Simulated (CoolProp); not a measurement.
2000 sccm (0 °C, 1 atm) of nitrogen bubbles through liquid decamethylcyclopentasiloxane (D5) at 369.2 K and leaves saturated at a total pressure of 0.0245 MPa (ideal gas phase). Each further row changes one setting.

Model: reference Helmholtz-energy equation of state, Thol 2019, in CoolProp.

```json
[
 {"case": "as stated", "vapour pressure (kPa)": "2.07", "mole fraction of vapour": "0.0844", "delivery (mg/min)": "3050", "delivery (sccm)": "184", "change of delivery for a bath 1 K warmer (%)": "5.5"},
 {"case": "bath temperature 374.2 K", "vapour pressure (kPa)": "2.63", "mole fraction of vapour": "0.107", "delivery (mg/min)": "(withheld)", "delivery (sccm)": "(withheld)", "change of delivery for a bath 1 K warmer (%)": "5.4"},
 {"case": "total pressure 0.049 MPa", "vapour pressure (kPa)": "2.07", "mole fraction of vapour": "0.0422", "delivery (mg/min)": "(withheld)", "delivery (sccm)": "(withheld)", "change of delivery for a bath 1 K warmer (%)": "(withheld)"}
]
```

Question: Some entries are withheld; supply them.

Answer: 
- bath temperature 374.2 K, delivery (mg/min): 3980
- bath temperature 374.2 K, delivery (sccm): 240
- total pressure 0.049 MPa, delivery (mg/min): 1460
- total pressure 0.049 MPa, delivery (sccm): 88.1
- total pressure 0.049 MPa, change of delivery for a bath 1 K warmer (%): 5.2
